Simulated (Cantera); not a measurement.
A perfectly stirred reactor is fed with NH3 : H2 = 1 : 2.3 (molar parts), at 0.230 bar; it is held at 1700 K, and followed from long to short residence time.

Detailed kinetics in Cantera: the gas-phase N/H chemistry of the illustrative SiF4/NH3 mechanism in the Surface Chemkin manual (1991). Walls and surfaces, which speed up NH3 decomposition in real reactors, are not modelled.

Q: What does this change do: temperature 1700 to 1425 K?

A: 
```
quantity                 before    after
---------------------  --------  -------
x(NH3) at τ = 6.50 s      0.166    0.301
x(H2) at τ = 6.50 s       0.781    0.698
x(NH2) at τ = 6.50 s    6.92e-5  8.77e-6
x(NH) at τ = 6.50 s     6.63e-7  1.48e-8
x(H) at τ = 6.50 s     0.000129  9.83e-6
x(NH3) at τ = 97.0 ms     0.299    0.303
x(H2) at τ = 97.0 ms      0.699    0.697
x(NH2) at τ = 97.0 ms  0.000102  5.89e-6
x(NH) at τ = 97.0 ms    7.88e-7  6.64e-9
x(H) at τ = 97.0 ms     9.38e-5  6.55e-6
```
